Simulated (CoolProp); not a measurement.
Propyne along the isobar 26.4 MPa: density (kg/m³) from the reference equation and from simpler models built on Tc = 129.6 °C, pc = 5.658 MPa, ω = 0.204; each cubic takes its own stable root.

Computed with CoolProp (reference Helmholtz-energy equation of state, Polt 1992). This equation is an older, rougher fit; its heat capacities, sound speeds and derivatives of the liquid may be far off and weren't checked against measurements.

```json
[
 {"T (°C)": "124.05", "phase": "liquid", "reference": "517.2"},
 {"T (°C)": "135.05", "phase": "supercritical", "reference": "501.9"},
 {"T (°C)": "146.05", "phase": "supercritical", "reference": "486.3"},
 {"T (°C)": "156.95", "phase": "supercritical", "reference": "470.6"},
 {"T (°C)": "167.95", "phase": "supercritical", "reference": "454.7"},
 {"T (°C)": "178.95", "phase": "supercritical", "reference": "438.6"},
 {"T (°C)": "189.85", "phase": "supercritical", "reference": "422.6"},
 {"T (°C)": "200.85", "phase": "supercritical", "reference": "406.4"}
]
```

Task: How far does each simpler model (van der Waals, Redlich-Kwong, Soave-Redlich-Kwong, Peng-Robinson) lie from the reference over these 8 states: mean and median of the absolute difference, and the worst?

Result: 
- van der Waals: mean 23.7 %, median 23.9 %, worst -27.9 % at 124.05 °C and 26.4 MPa
- Redlich-Kwong: mean 6.5 %, median 6.6 %, worst -7.4 % at 124.05 °C and 26.4 MPa
- Soave-Redlich-Kwong: mean 8.1 %, median 8.1 %, worst -9.1 % at 200.85 °C and 26.4 MPa
- Peng-Robinson: mean 1.6 %, median 1.6 %, worst +3.4 % at 124.05 °C and 26.4 MPa
